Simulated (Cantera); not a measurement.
Cantera run:

```python
import numpy as np
import cantera as ct

gas_names = [...]  # 87 gases of nasa_gas.yaml made of C, H, Si
cond_names = """
    C(gr) C6H6(L) C7H8(L) C8H18(L),n-octa Si(cr) Si(L) SiC(b)
""".split()


# ... load() reads the species with a 1 bar reference pressure and builds the phases ...
atoms = {
    'SiH4': {'Si': 1, 'H': 4},
    'C2H4': {'C': 2, 'H': 4},
    'H2': {'H': 2},
}
top_T = {'C(gr)': 4500, 'SiC(b)': 3050}  # K; cautious upper limits of use, not melting points


# ... equilibrate(T, P, feed) seeds the gas with the atoms and calls Mixture.equilibrate('TP', solver="vcs", rtol=1e-11, max_steps=5000) ...
results = []
feed = {'SiH4': 1, 'C2H4': 0.5, 'H2': 69}  # mol
P = 100000  # Pa
for T in [950, 1050, 1150, 1250, 1350, 1450, 1550, 1650, 1750, 1850, 1950, 2050, 2150]:
    mix = equilibrate(T, P, feed)
    results.append((T, P, feed, dict(zip(mix.species_names, mix.species_moles))))
    x = sorted(zip(gas.X, gas.species_names), reverse=True)
    print(f"T = {T:g} K  P = {P:g} Pa  gas = {mix.phase_moles(0):.4g} mol")
    print("   x: " + "  ".join(f"{s} {v:.3e}" for v, s in x if v > 0.001))
    print("   condensed (mol): " + ("  ".join(f"{mix.phase(i).name} {mix.phase_moles(i):.4g}"
          for i in range(1, mix.n_phases) if mix.phase_moles(i) > 1e-12) or "none"))
```

Result:

```
T = 950 K  P = 100000 Pa  gas = 72 mol
   x: H2 1.000e+00
   condensed (mol): Si(cr) 0.002936  SiC(b) 0.997
T = 1050 K  P = 100000 Pa  gas = 72 mol
   x: H2 1.000e+00
   condensed (mol): Si(cr) 0.002408  SiC(b) 0.9976
T = 1150 K  P = 100000 Pa  gas = 72 mol
   x: H2 1.000e+00
   condensed (mol): Si(cr) 0.002023  SiC(b) 0.9979
T = 1250 K  P = 100000 Pa  gas = 72 mol
   x: H2 1.000e+00
   condensed (mol): Si(cr) 0.001734  SiC(b) 0.9982
T = 1350 K  P = 100000 Pa  gas = 72 mol
   x: H2 1.000e+00
   condensed (mol): Si(cr) 0.001505  SiC(b) 0.9984
T = 1450 K  P = 100000 Pa  gas = 72 mol
   x: H2 1.000e+00
   condensed (mol): Si(cr) 0.001289  SiC(b) 0.9986
T = 1550 K  P = 100000 Pa  gas = 72 mol
   x: H2 9.999e-01
   condensed (mol): Si(cr) 0.0009997  SiC(b) 0.9987
T = 1650 K  P = 100000 Pa  gas = 72 mol
   x: H2 9.999e-01
   condensed (mol): Si(cr) 0.0004213  SiC(b) 0.9988
T = 1750 K  P = 100000 Pa  gas = 72.01 mol
   x: H2 9.997e-01
   condensed (mol): SiC(b) 0.9985
T = 1850 K  P = 100000 Pa  gas = 72.02 mol
   x: H2 9.994e-01
   condensed (mol): SiC(b) 0.9975
T = 1950 K  P = 100000 Pa  gas = 72.04 mol
   x: H2 9.987e-01  H 1.146e-03
   condensed (mol): SiC(b) 0.9958
T = 2050 K  P = 100000 Pa  gas = 72.08 mol
   x: H2 9.975e-01  H 2.266e-03
   condensed (mol): SiC(b) 0.9918
T = 2150 K  P = 100000 Pa  gas = 72.16 mol
   x: H2 9.954e-01  H 4.208e-03
   condensed (mol): SiC(b) 0.9817
```

These are equilibrium values from Cantera (NASA tables, ideal gas, pure condensed phases), not measurements of a reactor. Mutual solubility and eutectic melting of coexisting phases are not modelled. Gases not in the tables: Si2H6 and higher silanes.
